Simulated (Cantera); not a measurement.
## Diamond growth

A diamond (100) surface in a fixed gas of H2 with x(CH4) = 0.0025, x(CH3) = 9.4e-05, at 1150 K, 90.0 Torr; coverages are run to steady state.

Computed with Cantera and the Harris–Goodwin 1993 mechanism for the reconstructed diamond (100) surface.

| x(H) | growth (µm/h) | θ c6HH | θ c6H* | θ c6*H | θ c6** | θ c6HM |
|---|---|---|---|---|---|---|
| 0.0001 | 0.364 | 0.599 | 0.0252 | 0.357 | 0.00513 | 0.00711 |
| 0.00025 | 0.998 | 0.530 | 0.0293 | 0.415 | 0.0106 | 0.00864 |
| 0.00062 | 2.28 | 0.494 | 0.0313 | 0.443 | 0.0162 | 0.00883 |
| 0.0015 | 4.30 | 0.479 | 0.0322 | 0.456 | 0.0203 | 0.00734 |
| 0.0038 | 6.75 | 0.474 | 0.0328 | 0.463 | 0.0226 | 0.00472 |
| 0.0095 | 8.68 | 0.472 | 0.0332 | 0.467 | 0.0238 | 0.00247 |
| 0.024 | 9.81 | 0.472 | 0.0337 | 0.468 | 0.0243 | 0.00111 |
| 0.059 | 10.4 | 0.472 | 0.0346 | 0.468 | 0.0247 | 0.000479 |
| 0.15 | 10.8 | 0.472 | 0.0370 | 0.466 | 0.0254 | 0.000195 |
θ: site fractions in the mechanism's names (c6HH fully hydrogenated, c6H* and c6*H radical sites, c6** diradical, c6HM methylated).
